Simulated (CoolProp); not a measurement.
R1123 along the isobar 6.64 MPa: fugacity coefficient from the reference equation and from simpler models built on Tc = 331.7 K, pc = 4.549 MPa, ω = 0.243; each cubic takes its own stable root.

Values from CoolProp's reference Helmholtz-energy equation of state, Akasaka 2020.

| T (K) | phase | reference | van der Waals | Redlich-Kwong | Soave-Redlich-Kwong |
|---|---|---|---|---|---|
| 229.2 | liquid | 0.04005 | 0.1524 | 0.06283 | 0.04116 |
| 252 | liquid | 0.09045 | 0.2243 | 0.1254 | 0.09378 |
| 274.8 | liquid | 0.1709 | 0.3073 | 0.2135 | 0.1783 |
| 297.6 | liquid | 0.2816 | 0.3975 | 0.3227 | 0.2942 |
| 320.4 | liquid | 0.4162 | 0.4906 | 0.4436 | 0.4327 |
| 343.2 | supercritical | 0.5580 | 0.5808 | 0.5620 | 0.5724 |
| 366 | supercritical | 0.6634 | 0.6586 | 0.6536 | 0.6744 |
| 388.8 | supercritical | 0.7313 | 0.7146 | 0.7154 | 0.7427 |
| 411.6 | supercritical | 0.7826 | 0.7566 | 0.7622 | 0.7948 |
| 434.4 | supercritical | 0.8234 | 0.7901 | 0.7995 | 0.8361 |
| 457.2 | supercritical | 0.8566 | 0.8177 | 0.8300 | 0.8696 |
| 480 | supercritical | 0.8841 | 0.8409 | 0.8552 | 0.8970 |
